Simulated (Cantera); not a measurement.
Feed: 1 mol SiH4, 0.16 mol H2O, equilibrated at 0.100 bar.

Equilibrium computed with Cantera from the NASA thermochemical tables; the gas is ideal and each condensed phase is pure. Candidate condensed phases: H2O, Si, SiO2; 18 gas species. Mutual solubility and eutectic melting of coexisting phases are not modelled. The tables hold silica as quartz up to 1696 K and as liquid above; real silica turns to tridymite and cristobalite and melts near 1996 K. Gases not in the tables: Si2H6 and higher silanes. Equilibrium is a limit: real reactors are often held back by kinetics, nucleation or transport.

Question: Which condensed phases are stable at each of these points (T (K)): 1273, 1373, 1473, 1573, 1673, 1773, 1873?

Answer: 
| T (K) | condensed phases | Si condensed (%) |
|---|---|---|
| 1273 | Si(s) + SiO2(β-quartz) | 100.0 |
| 1373 | Si(s) + SiO2(β-quartz) | 99.9 |
| 1473 | Si(s) + SiO2(β-quartz) | 99.3 |
| 1573 | Si(s) + SiO2(β-quartz) | 96.0 |
| 1673 | Si(s) | 84.0 |
| 1773 | Si(l) | 84.0 |
| 1873 | Si(l) | 84.0 |

From 1273 K to 1573 K the condensed part is Si(s) + SiO2(β-quartz). At 1673 K the condensed part is Si(s). From 1773 K to 1873 K the condensed part is Si(l).
